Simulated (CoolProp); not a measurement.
The fluid at 298.15 K and 3.55 MPa is throttled through a valve to 0.898 MPa with no heat exchange. The same conditions are run with several fluids, on thermodynamics alone (safety and materials aside).

Computed with CoolProp (reference Helmholtz-energy equation of state of each fluid (carbon dioxide: Span 1996; CF4 (R14): Platzer 1990; dry air: Lemmon 2000; fluorine: de Reuck 1990; ethylene: Smukala 2000)). The equations of Platzer and Polt are older, rougher fits. Blends and air are pseudo-pure fits.

| fluid | temperature change (K) | final density (kg/m³) |
|---|---|---|
| carbon dioxide | -34.1 | [?] |
| CF4 (R14) | -15.4 | [?] |
| dry air | [?] | 10.7 |
| fluorine | -5.0 | [?] |
| ethylene | -33.6 | [?] |

Q: Fill in the missing entries.

A: 
- carbon dioxide, final density (kg/m³): 19.4
- CF4 (R14), final density (kg/m³): 35.0
- dry air, temperature change (K): -5.7
- fluorine, final density (kg/m³): 14.1
- ethylene, final density (kg/m³): 12.4
